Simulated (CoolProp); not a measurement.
Model: reference Helmholtz-energy equation of state, Lemmon 2006, in CoolProp. It is a short technical equation, of lower accuracy than the large ones.

### Question
Give the vapour pressure (kPa), liquid viscosity (µPa s), liquid conductivity (mW/(m K)) of saturated C3F8 (R218) at -21.95, 34.25 °C.

### Answer
```json
[
 {"T (°C)": "-21.95", "p (kPa)": "189", "liquid viscosity (µPa s)": "343", "liquid conductivity (mW/(m K))": "58.0"},
 {"T (°C)": "34.25", "p (kPa)": "1100", "liquid viscosity (µPa s)": "144", "liquid conductivity (mW/(m K))": "42.9"}
]
```

Viscosity comes from a separate model (Huber 2003), an estimate that may be off by 10 % or more. Thermal conductivity comes from a separate model (Huber 2003), an estimate that may be off by 10 % or more.
